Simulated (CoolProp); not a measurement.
Vapour-liquid equilibrium of toluene (1) + n-nonane (2) at 452.5 K; x and y are mole fractions of (1).

Model: multi-fluid Helmholtz-energy mixture model, Lemmon 2006 and Lemmon 2006; pair parameters Bell 2016, in CoolProp.

Problem. Give the bubble pressure and the first vapour's composition at x = 0.05, 0.55, 0.75. Is there an azeotrope?

Solution. x = 0.05: 222.9 kPa, y = 0.122; x = 0.55: 390.9 kPa, y = 0.731; x = 0.75: 446.3 kPa, y = 0.857. No azeotrope shows between x = 0.05 and 0.95.

The pair parameters rest on a limited set of measurements; away from them the model extrapolates.
